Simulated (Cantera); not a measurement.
Charge: 1 mol MgO, 1.1 mol C, 9.3 mol H2, at 1527 °C and 5.30 bar.

Method: chemical equilibrium by Gibbs-energy minimisation in Cantera with the NASA 1993 tables (ideal gas, pure condensed phases). Candidate condensed phases: C, C6H6, C7H8, C8H18, H2O, Mg, MgCO3, MgO, Mg(OH)2; 116 gas species. The tables' values for MgH are old estimates; treat these amounts as uncertain. Equilibrium is a limit: real reactors are often held back by kinetics, nucleation or transport.

Base state: H2 0.978, CO 0.00898, Mg 0.00872, CH4 0.00390, MgH 0.000269, C2H2 (acetylene) 0.000171, H 0.000154, C2H4 2.08e-5 (mole fractions); condensed: C(graphite) + MgO(s).

Q: What changes in the equilibrium state with this change: MgO replaced by Cu2O?

A: 
| species | before | after |
|---|---|---|
| H2 | 0.978 | 0.899 |
| CO | 0.00898 | 0.0973 |
| CH4 | 0.00390 | 0.00329 |
| Mg | 0.00872 | 0 |
| Cu | 0 | 0.000102 |
| MgH | 0.000269 | 0 |
| H2O | 1.33e-5 | 0.000132 |
| C(graphite), mol | 0.975 | 0.0639 |
| MgO(s), mol | 0.915 | 0 |
| Cu(l), mol | 0 | 2.00 |
Further candidate phases: Cu, CuO, Cu(OH)2, Cu2O.
